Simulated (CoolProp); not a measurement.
The fluid at 293.15 K and 3.45 MPa flows at 11 m/s in a round tube of 50 mm bore and 15 µm roughness, fully developed (64/Re and Nu = 3.66 if laminar; Colebrook and Gnielinski if turbulent). The same conditions are run with several fluids, on thermodynamics alone (safety and materials aside).

The numbers come from the reference Helmholtz-energy equation of state of each fluid (carbon dioxide: Span 1996; CF4 (R14): Platzer 1990; methane: Setzmann 1991; dry air: Lemmon 2000) in CoolProp. The equations of Platzer and Polt are older, rougher fits. Blends and air are pseudo-pure fits.

| fluid | Reynolds number | Darcy friction factor | pressure drop (Pa/m) | heat-transfer coefficient (W/(m² K)) | mass flow (kg/h) |
|---|---|---|---|---|---|
| carbon dioxide | (withheld) | 0.0152 | (withheld) | (withheld) | 6170 |
| CF4 (R14) | (withheld) | (withheld) | (withheld) | 2500 | 11200 |
| methane | (withheld) | 0.0156 | 456 | 1380 | 1880 |
| dry air | 1210000 | 0.0155 | 779 | 1050 | 3220 |

Problem. Some entries are withheld; supply them.

Solution. 
- carbon dioxide, Reynolds number: 2830000
- carbon dioxide, pressure drop (Pa/m): 1460
- carbon dioxide, heat-transfer coefficient (W/(m² K)): 2160
- CF4 (R14), Reynolds number: 4060000
- CF4 (R14), Darcy friction factor: 0.0151
- CF4 (R14), pressure drop (Pa/m): 2640
- methane, Reynolds number: 1150000

Transport values come from each fluid's own correlations; those of CF4 (R14) are estimates that may be off by 10 % or more.
